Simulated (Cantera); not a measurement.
Charge: 1 mol C, 0.018 mol O₂, held at 13.3 mbar.

Cantera equilibrium calculation (NASA polynomials, part measured and part estimated; ideal gas, pure solids and liquids). Candidate condensed phases: C; 23 gas species. Ions and electrons are included (thermal ionisation). Kinetics and transport are ignored.

Which condensed phases are stable at each of these points (T (°C)): 1727, 1977, 2227, 2477, 2727, 2977, 3227, 3477, 3727, 3977, 4227, 4477, 4727?


```json
[
 {"T (°C)": "1727", "condensed phases": "C(graphite)", "C condensed (%)": "96.4"},
 {"T (°C)": "1977", "condensed phases": "C(graphite)", "C condensed (%)": "96.4"},
 {"T (°C)": "2227", "condensed phases": "C(graphite)", "C condensed (%)": "96.4"},
 {"T (°C)": "2477", "condensed phases": "C(graphite)", "C condensed (%)": "96.4"},
 {"T (°C)": "2727", "condensed phases": "C(graphite)", "C condensed (%)": "96.1"},
 {"T (°C)": "2977", "condensed phases": "C(graphite)", "C condensed (%)": "91.1"},
 {"T (°C)": "3227", "condensed phases": "gas only", "C condensed (%)": "0.0"},
 {"T (°C)": "3477", "condensed phases": "gas only", "C condensed (%)": "0.0"},
 {"T (°C)": "3727", "condensed phases": "gas only", "C condensed (%)": "0.0"},
 {"T (°C)": "3977", "condensed phases": "gas only", "C condensed (%)": "0.0"},
 {"T (°C)": "4227", "condensed phases": "gas only", "C condensed (%)": "0.0"},
 {"T (°C)": "4477", "condensed phases": "gas only", "C condensed (%)": "0.0"},
 {"T (°C)": "4727", "condensed phases": "gas only", "C condensed (%)": "0.0"}
]
```

From 1727 °C to 2977 °C the condensed part is C(graphite). From 3227 °C to 4727 °C nothing is condensed.
